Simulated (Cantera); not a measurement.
Input: 1 mol trisilylamine, a varied amount of N2, held at 900 K and 0.00440 bar.

These are equilibrium values from Cantera (NASA tables, ideal gas, pure condensed phases), not measurements of a reactor. Candidate condensed phases: Si, Si3N4; 18 gas species. The feed counts by its element totals alone. Kinetics and transport are ignored.

x: gas mole fraction; n: condensed amount in mol.

```csv
n(N2) (mol),x H2,x N2,x NH3,x H,x SiH4,n Si(s),n Si3N4(s)
0.26,1.00,2.53e-11,2.68e-11,1.76e-9,1.33e-9,1.86,0.380
0.4,1.00,2.53e-11,2.68e-11,1.76e-9,1.33e-9,1.65,0.450
0.6,1.00,2.53e-11,2.68e-11,1.76e-9,1.33e-9,1.35,0.550
0.92,1.00,2.53e-11,2.68e-11,1.76e-9,1.33e-9,0.870,0.710
1.4,1.00,2.53e-11,2.68e-11,1.76e-9,1.33e-9,0.150,0.950
2.1,0.882,0.118,?,1.66e-9,<1e-12,0,1.00
3.2,0.726,0.274,?,1.50e-9,<1e-12,0,1.00
4.9,0.570,0.430,?,1.33e-9,<1e-12,0,1.00
7.4,0.433,0.567,?,1.16e-9,<1e-12,0,1.00
11,0.321,0.679,?,9.99e-10,<1e-12,0,1.00
17,0.225,0.775,?,8.36e-10,<1e-12,0,1.00
26,0.155,0.845,?,6.94e-10,<1e-12,0,1.00
```

Task: Complete the blanks.

Result: 
- 2.1, x NH3: 1.52e-6
- 3.2, x NH3: 1.73e-6
- 4.9, x NH3: 1.50e-6
- 7.4, x NH3: 1.14e-6
- 11, x NH3: 8.00e-7
- 17, x NH3: 5.01e-7
- 26, x NH3: 2.99e-7
